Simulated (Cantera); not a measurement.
A perfectly stirred reactor is fed with NO : N2 = 0.51 : 4.3 (molar parts), at 0.133 bar; it is held at 1900 K, and followed from long to short residence time.

Detailed kinetics in Cantera: GRI-Mech 3.0 (53 species, 325 reactions).

Question: Predict: x(NO) at τ = 4.50 s; x(N2) at τ = 4.50 s; x(NO2) at τ = 4.50 s; x(O2) at τ = 4.50 s; x(N2O) at τ = 4.50 s; x(NO) at τ = 19.0 ms; x(N2) at τ = 19.0 ms; x(NO2) at τ = 19.0 ms; x(O2) at τ = 19.0 ms; x(N2O) at τ = 19.0 ms.

Answer: 
| Property | Result |
|---|---|
| x(NO) at τ = 4.50 s | 0.0930 |
| x(N2) at τ = 4.50 s | 0.900 |
| x(NO2) at τ = 4.50 s | 1.31e-5 |
| x(O2) at τ = 4.50 s | 0.00644 |
| x(N2O) at τ = 4.50 s | 3.65e-6 |
| x(NO) at τ = 19.0 ms | 0.106 |
| x(N2) at τ = 19.0 ms | 0.894 |
| x(NO2) at τ = 19.0 ms | 3.15e-6 |
| x(O2) at τ = 19.0 ms | 7.61e-6 |
| x(N2O) at τ = 19.0 ms | 3.72e-6 |
